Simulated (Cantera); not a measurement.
An isothermal, constant-pressure homogeneous reactor starts with NH3 : H2 = 1 : 0.42 (molar parts), at 2125 K and 38000 Pa.

Cantera simulation using the gas-phase N/H chemistry of the illustrative SiF4/NH3 mechanism in the Surface Chemkin manual (1991); the numbers are that mechanism's predictions, not measurements. Walls and surfaces, which speed up NH3 decomposition in real reactors, are not modelled.

One state of this run: x NH3 = 9.77e-6; x H2 = 0.789; x N2H2 = <1e-12; x N2 = 0.206; x H = 0.00527; x NH2 = 1.98e-7. x: mole fraction; the columns are a selection and need not sum to one.

Task: Which value of t (s) does it belong to?
A. 3.70
B. 0.0562
C. 1.30
D. 0.0197

Result: A, 3.70
